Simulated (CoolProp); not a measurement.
Vapour-liquid equilibrium of R22 (1) + acetone (2) at 0.358 bar; x and y are mole fractions of (1).

The numbers come from the multi-fluid Helmholtz-energy mixture model, Kamei 1995 and Lemmon 2006; pair parameters Bell 2016 in CoolProp.

| x | bubble temperature (K) | y at the bubble point | dew temperature at overall composition x (K) | liquid density (mol/L) |
|---|---|---|---|---|
| 0.05 | 277.5 | 0.685 | 300.5 | 13.97 |
| 0.125 | 263.1 | 0.863 | 298.6 | 14.37 |
| 0.2 | 255.9 | 0.916 | 296.6 | 14.64 |
| 0.275 | 250.6 | 0.944 | 294.4 | 14.89 |
| 0.35 | 245.9 | 0.963 | 292.0 | 15.13 |
| 0.425 | 241.1 | [?] | 289.4 | 15.38 |
| 0.5 | 236.4 | 0.986 | 286.5 | 15.64 |
| 0.575 | 231.6 | 0.993 | [?] | 15.90 |
| 0.65 | 227.0 | 0.997 | 279.4 | 16.15 |
| 0.725 | 222.7 | 0.999 | [?] | 16.40 |
| 0.8 | 218.9 | 0.999 | 269.3 | 16.61 |
| 0.875 | 215.8 | 1.000 | 261.7 | 16.79 |
| 0.95 | [?] | 1.000 | 249.2 | [?] |

Task: Fill in the missing entries.

Result: 
- 0.425, y at the bubble point: 0.977
- 0.575, dew temperature at overall composition x (K): 283.2
- 0.725, dew temperature at overall composition x (K): 274.9
- 0.95, bubble temperature (K): 213.4
- 0.95, liquid density (mol/L): 16.91

No azeotrope shows between x = 0.05 and 0.95.

The pair parameters rest on a limited set of measurements; away from them the model extrapolates. With so large a gap from Raoult's law the liquid may split in two, which this calculation doesn't test in full.
